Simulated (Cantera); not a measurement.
Input: 1 mol SiC, 0.02 mol Si, 0.73 mol H2, equilibrated at 320000 Pa.

Cantera equilibrium calculation (NASA polynomials, part measured and part estimated; ideal gas, pure solids and liquids). Candidate condensed phases: C, C6H6, C7H8, C8H18, Si, SiC; 87 gas species. Mutual solubility and eutectic melting of coexisting phases are not modelled. Gases not in the tables: Si2H6 and higher silanes. Rates play no part. All values below are at 2598 K.

Base state: H2 0.971, H 0.0210, Si 0.00300, C2H2 (acetylene) 0.00140, SiH2 0.00139, SiH 0.00121, Si2C 0.000547, CH4 0.000116 (mole fractions); condensed: Si(l) + SiC(s).

Problem. What changes in the equilibrium state with this change: SiC replaced by Si3N4?

Solution. 
```
species             before     after
----------------  --------  --------
N2                       0     0.725
H2                   0.971     0.259
H                   0.0210    0.0108
Si                 0.00300   0.00300
C2H2 (acetylene)   0.00140         0
Si2C              0.000547         0
SiN                      0  0.000400
Si(l), mol          0.0175      3.01
SiC(s), mol          0.997         0
```
The tables' values for SiN are old estimates; treat these amounts as uncertain. Further candidate phases: Si3N4.
